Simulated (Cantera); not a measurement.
A Cantera script and its output.

```python
import numpy as np
import cantera as ct

gas = ct.Solution("gri30.yaml", transport_model="mixture-averaged")
show = ['NH3', 'H', 'CH3']

rows = []
print(f"{'T/K':>7s}{'rho':>11s}{'cp':>10s}{'mu':>11s}{'lambda':>11s}{'Pr':>7s}" + "".join(f"{'D_' + s:>11s}" for s in show))
for T in [400, 600, 800, 1000, 1200, 1400]:
    gas.TPX = T, 20, {'C2H6': 0.64, 'NH3': 0.36}
    Pr = gas.cp_mass * gas.viscosity / gas.thermal_conductivity
    D = [gas.mix_diff_coeffs_mole[gas.species_index(s)] for s in show]
    rows.append([gas.density, gas.cp_mass, gas.viscosity, gas.thermal_conductivity, Pr, *D])
    print(f"{T:7g}{gas.density:11.4e}{gas.cp_mass:10.1f}{gas.viscosity:11.4e}"
          f"{gas.thermal_conductivity:11.4e}{Pr:7.3f}" + "".join(f"{d:11.4e}" for d in D))
print("SI units: kg/m3, J/kg/K, Pa s, W/m/K, m2/s")
```

Result:

```
    T/K        rho        cp         mu     lambda     Pr      D_NH3        D_H      D_CH3
    400 1.5260e-04    2191.4 1.2829e-05 3.8513e-02  0.730 1.3008e-01 8.0676e-01 1.5422e-01
    600 1.0173e-04    2897.3 1.8458e-05 7.1932e-02  0.743 2.8349e-01 1.6830e+00 3.2166e-01
    800 7.6301e-05    3450.2 2.3422e-05 1.0820e-01  0.747 4.8228e-01 2.7892e+00 5.3301e-01
   1000 6.1041e-05    3896.2 2.7884e-05 1.4479e-01  0.750 7.2028e-01 4.0977e+00 7.8303e-01
   1200 5.0867e-05    4238.7 3.1963e-05 1.8063e-01  0.750 9.9337e-01 5.5905e+00 1.0682e+00
   1400 4.3600e-05    4509.9 3.5743e-05 2.1524e-01  0.749 1.2987e+00 7.2547e+00 1.3862e+00
SI units: kg/m3, J/kg/K, Pa s, W/m/K, m2/s
```

Computed with Cantera and GRI-Mech 3.0 (53 species, 325 reactions). Polar gases are described roughly by these parameters. The composition is frozen, though it would react at the higher temperatures.
